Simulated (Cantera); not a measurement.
Thermodynamics of titanium nitride, carbide and oxide coatings, feed Ti(OiPr)4 + CH4 + H2

A closed system holds: 1 mol Ti(OiPr)4, 0.1 mol CH4, 17 mol H2, at 0.100 bar.

Equilibrium computed with Cantera from the NASA thermochemical tables; the gas is ideal and each condensed phase is pure. Candidate condensed phases: C, C6H6, C7H8, C8H18, H2O, Ti, TiC, TiO, TiO2, Ti2O3, Ti3O5, Ti4O7; 113 gas species. The feed counts by its element totals alone. Mutual solubility and eutectic melting of coexisting phases are not modelled. TiC: taken at fixed stoichiometry. Condensed phases not in the tables: Magnéli phases beyond Ti4O7. The numbers say what is thermodynamically allowed, not how fast it happens.

From 727 °C to 827 °C the condensed part is C(graphite) + TiO2(rutile). At 927 °C the condensed part is C(graphite) + Ti3O5(s) + Ti4O7(s). At 1027 °C the condensed part is C(graphite) + TiC(s) + Ti3O5(s). From 1127 °C to 1927 °C the condensed part is C(graphite) + TiC(s).

```csv
T (°C),log p H2,log p CO,log p H,log p CH4,log p C2H2 (acetylene),log p H2O,log p CO2,n C(graphite),n TiO2(rutile),n Ti3O5(s),n Ti4O7(s),n TiC(s)
727,-1.03,-2.23,-9.16,-3.08,-9.97,-3.67,-4.71,9.90,1.00,0,0,0
827,-1.03,-2.22,-8.10,-3.50,-8.90,-4.30,-5.50,10.0,1.00,0,0,0
927,-1.03,-2.17,-7.22,-3.86,-8.02,-4.79,-6.07,9.80,0,0.0348,0.224,0
1027,-1.05,-1.98,-6.48,-4.20,-7.29,-5.06,-6.24,7.57,0,0.0611,0,0.817
1127,-1.05,-1.94,-5.84,-4.47,-6.65,-5.43,-6.65,7.09,0,0,0,1.00
1227,-1.05,-1.94,-5.28,-4.70,-6.10,-5.76,-7.07,7.09,0,0,0,1.00
1327,-1.05,-1.94,-4.79,-4.89,-5.61,-6.06,-7.43,7.09,0,0,0,1.00
1427,-1.05,-1.94,-4.36,-5.07,-5.19,-6.31,-7.74,7.09,0,0,0,1.00
1527,-1.05,-1.94,-3.97,-5.22,-4.81,-6.54,-8.02,7.09,0,0,0,1.00
1627,-1.05,-1.94,-3.63,-5.36,-4.47,-6.75,-8.26,7.07,0,0,0,1.00
1727,-1.05,-1.95,-3.32,-5.48,-4.17,-6.93,-8.48,7.05,0,0,0,1.00
1827,-1.06,-1.95,-3.04,-5.60,-3.90,-7.10,-8.68,7.01,0,0,0,1.000
1927,-1.06,-1.95,-2.78,-5.70,-3.65,-7.25,-8.86,6.94,0,0,0,1.000
```
log p: log10 of the partial pressure in bar; n: condensed amount in mol.
